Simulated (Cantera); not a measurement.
Feed: 1 mol HF, 0.059 mol O2, held at 0.970 bar.

Equilibrium computed with Cantera from the NASA thermochemical tables; the gas is ideal and each condensed phase is pure. Candidate condensed phases: H2O; 22 gas species. Rates play no part.

**Question.** At 2873 K, list the 5 most abundant gas species with their mole fractions, and the condensed phases.

**Answer.** HF 0.911, O2 0.0422, F 0.0187, O 0.0150, OH 0.00571. Condensed: gas only.
